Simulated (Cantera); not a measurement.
## SiH2Cl2 + NH3 + H2 + N2 (silicon nitride deposition)

Input: 1 mol SiH2Cl2, 1.4 mol NH3, 27 mol H2, 66 mol N2, at 1000 °C and 2.80 mbar.

Equilibrium computed with Cantera from the NASA thermochemical tables; the gas is ideal and each condensed phase is pure. Candidate condensed phases: NH4Cl, Si, Si3N4; 28 gas species. Kinetics and transport are ignored.

* **x(N2)**: 0.680
* **x(H2)**: 0.300
* **x(HCl)**: 0.0206
* **x(SiCl2)**: 9.22e-6
* **x(H)**: 7.39e-6
* **n(Si3N4(s))**: 0.333 mol
* **gas amount**: 97.13 mol
* **log10 activity of Si(s) (absent)**: -2.60
